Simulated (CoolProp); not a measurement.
Properties of sulfur dioxide along the isotherm 121.15 °C.

Model: reference Helmholtz-energy equation of state, Gao 2016, in CoolProp.

| p (MPa) | phase | Z | cp (kJ/(kg K)) | speed of sound (m/s) | fugacity coefficient |
|---|---|---|---|---|---|
| 1.41 | gas | 0.9093 | 0.8005 | 237.6 | 0.9164 |
| 2.82 | gas | 0.7999 | 1.031 | 220.3 | 0.8333 |
| 5.63 | liquid | 0.1069 | 1.893 | 436.9 | 0.5752 |
| 7.04 | liquid | 0.1317 | 1.804 | 464.4 | 0.4724 |
| 8.45 | liquid | 0.1560 | 1.739 | 488.5 | 0.4040 |
| 9.86 | liquid | 0.1800 | 1.687 | 510.3 | 0.3553 |
| 11.3 | liquid | 0.2042 | 1.645 | 530.5 | 0.3182 |
| 12.7 | liquid | 0.2274 | 1.610 | 548.7 | 0.2904 |
| 14.1 | liquid | 0.2503 | 1.581 | 565.6 | 0.2682 |
| 15.5 | liquid | 0.2731 | 1.556 | 581.5 | 0.2501 |
| 16.9 | liquid | 0.2956 | 1.534 | 596.5 | 0.2350 |
| 18.3 | liquid | 0.3180 | 1.514 | 610.7 | 0.2224 |
| 19.7 | liquid | 0.3401 | 1.496 | 624.1 | 0.2117 |
